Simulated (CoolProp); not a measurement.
CF4 (R14) at several states: density (kg/m³) from the reference equation and from simpler models built on Tc = -45.8 °C, pc = 37.62 bar, ω = 0.178; each cubic takes its own stable root.

The numbers come from the reference Helmholtz-energy equation of state, Platzer 1990 in CoolProp. This equation is an older, rougher fit; its heat capacities, sound speeds and derivatives of the liquid may be far off and weren't checked against measurements.

| T (°C) | p (bar) | phase | reference |
|---|---|---|---|
| 147.05 | 75.5 | supercritical | 197.1 |
| 128.95 | 127 | supercritical | 354.4 |
| 197.05 | 88.8 | supercritical | 200.2 |

Q: How far does each simpler model (van der Waals, Redlich-Kwong, Soave-Redlich-Kwong, Peng-Robinson) lie from the reference over these 3 states: mean and median of the absolute difference, and the worst?

A: 
- van der Waals: mean 8.2 %, median 7.2 %, worst +10.4 % at 128.95 °C and 127 bar
- Redlich-Kwong: mean 4.1 %, median 4.0 %, worst +4.9 % at 128.95 °C and 127 bar
- Soave-Redlich-Kwong: mean 2.2 %, median 1.7 %, worst -3.4 % at 128.95 °C and 127 bar
- Peng-Robinson: mean 1.1 %, median 1.1 %, worst +1.2 % at 197.05 °C and 88.8 bar
